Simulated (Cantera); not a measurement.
Mixture: H2 : O2 : N2 = 1 : 0.455 : 1.71 (molar parts), equivalence ratio 1.1, at 27.0 bar, adiabatic and at constant pressure. Ignition delay is the time to a rise of 400 K.

Detailed kinetics in Cantera: the H2/O2 subset of GRI-Mech 3.0, which has no nitrogen chemistry. The hydrogen kinetics of GRI-Mech 3.0 are dated; newer H2 mechanisms differ, most at raised pressure. The pressure lies above the range GRI-Mech 3.0 was tuned for (to about 10 atm). Below about 950 K walls govern HO2 and H2O2 in real vessels.

What does this change do: pressure from 27.0 bar to 0.340 bar?


```tsv
quantity	before	after
delay at 850 K	0.247 s	0.490 s
delay at 950 K	15.9 ms	0.878 ms
delay at 1050 K	1.75 ms	0.338 ms
delay at 1150 K	0.266 ms	0.186 ms
delay at 1250 K	46.1 µs	0.125 ms
```
Where the delays flatten at high temperature, the 400 K rule measures the pace of heat release, not the induction time.
